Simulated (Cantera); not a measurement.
An isothermal, constant-pressure homogeneous reactor starts with CH4 : O2 : N2 = 0.016 : 0.0061 : 1 (molar parts), equivalence ratio 5.2, at 1275 K and 900 Torr.

Model: GRI-Mech 3.0 (53 species, 325 reactions), integrated in Cantera. GRI-Mech 3.0 stops at C3 and has no aromatics, soot or wall deposition, so with more carbon than oxygen in the feed, carbon stays in small species such as C2H2 where larger ones or solid carbon would form.

Q: Predict: x(CH4) at 300 s; x(H2) at 300 s; x(CH2O) at 300 s; x(H) at 300 s.

A: 
```json
{
  "x(CH4) at 300 s": "0.00486 (gas-phase equilibrium 0.000623)",
  "x(H2) at 300 s": "0.0125 (gas-phase equilibrium 0.0279)",
  "x(CH2O) at 300 s": "1.77e-9 (gas-phase equilibrium 1.85e-10)",
  "x(H) at 300 s": "5.92e-8 (gas-phase equilibrium 1.13e-7)"
}
```
